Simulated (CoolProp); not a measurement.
Vapour pressure (kPa) of ethylbenzene: the reference equation beside estimates from Tc = 617.1 K, pc = 3622 kPa, ω = 0.304. Clausius-Clapeyron is anchored at 330.9 K with a constant enthalpy of vaporisation of 40.35 kJ/mol.

Computed with CoolProp (reference Helmholtz-energy equation of state, Zhou 2012).

```
T (K)   reference  Clausius-Clapeyron  van der Waals  Soave-Redlich-Kwong
-----  ----------  ------------------  -------------  -------------------
310.7       2.535               2.582          105.5                2.473
330.9       6.699               6.699          159.3                6.549
351.1       15.51               15.58          229.9                15.22
371.3       32.21               33.04          319.7                31.76
391.5  (withheld)          (withheld)     (withheld)                60.66
411.7       108.0               119.1          565.6                107.6
431.9       179.1               206.7          725.4                179.4
452.1       282.0               341.6          912.3                283.9
472.2       424.1               539.4     (withheld)                429.1
492.4       615.6               822.2           1372                625.7
512.6       865.9                1212           1649                883.4
532.8        1185                1736           1958                 1213
```

Task: Complete the blanks.

Result: 
- 391.5, reference: 61.20
- 391.5, Clausius-Clapeyron: 64.84
- 391.5, van der Waals: 431.0
- 472.2, van der Waals: 1127

Absolute difference from the reference over all 12 rows, mean and median: Clausius-Clapeyron 17.1 and 12.8 %, van der Waals 884.6 and 364.4 %, Soave-Redlich-Kwong 1.4 and 1.5 %.
